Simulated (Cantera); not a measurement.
Input: 1 mol CH₃F, a varied amount of H₂, 1.5 mol F₂, equilibrated at 2223 K and 100 Torr.

These are equilibrium values from Cantera (NASA tables, ideal gas, pure condensed phases), not measurements of a reactor. Candidate condensed phases: C, C₆H₆, C₇H₈, C₈H₁₈; 95 gas species. Gases not in the tables: C₂F₆ and larger saturated fluorocarbons. The numbers say what is thermodynamically allowed, not how fast it happens.

log p: log10 of the partial pressure in bar; n: condensed amount in mol.

| n(H₂) (mol) | log p HF | log p H₂ | log p CF₄ | log p CF₂ | log p F | log p H | n C(graphite) |
|---|---|---|---|---|---|---|---|
| 0.13 | -0.91 | -6.86 | -2.36 | -2.41 | -2.71 | -5.62 | 0.775 |
| 0.19 | -0.90 | (withheld) | (withheld) | (withheld) | -2.73 | -5.59 | 0.810 |
| 0.26 | -0.90 | -6.70 | -2.63 | -2.55 | -2.77 | -5.54 | 0.851 |
| 0.37 | -0.89 | -6.49 | -3.02 | -2.74 | -2.87 | -5.44 | 0.918 |
| 0.52 | -0.88 | -3.22 | -9.50 | -5.99 | -4.49 | -3.80 | 1.000 |
| 0.72 | -0.90 | -2.18 | -11.68 | -7.07 | -5.04 | -3.28 | 0.999 |
| 1 | -0.93 | (withheld) | (withheld) | (withheld) | (withheld) | (withheld) | 0.997 |
| 1.4 | -0.96 | -1.62 | <-12 | -7.76 | -5.38 | -3.00 | 0.995 |
| 2 | -1.02 | -1.45 | <-12 | -8.03 | -5.52 | -2.92 | 0.991 |
| 2.8 | -1.07 | -1.32 | <-12 | -8.28 | -5.64 | -2.85 | 0.987 |
| 4 | -1.15 | -1.22 | <-12 | -8.54 | -5.77 | -2.80 | 0.980 |
| 5.6 | -1.23 | -1.14 | <-12 | -8.79 | -5.89 | -2.76 | 0.971 |

Q: What belongs in the gaps?

A: 
- 0.19, log p H₂: -6.79
- 0.19, log p CF₄: -2.47
- 0.19, log p CF₂: -2.47
- 1, log p H₂: -1.84
- 1, log p CF₄: -12.46
- 1, log p CF₂: -7.46
- 1, log p F: -5.23
- 1, log p H: -3.12
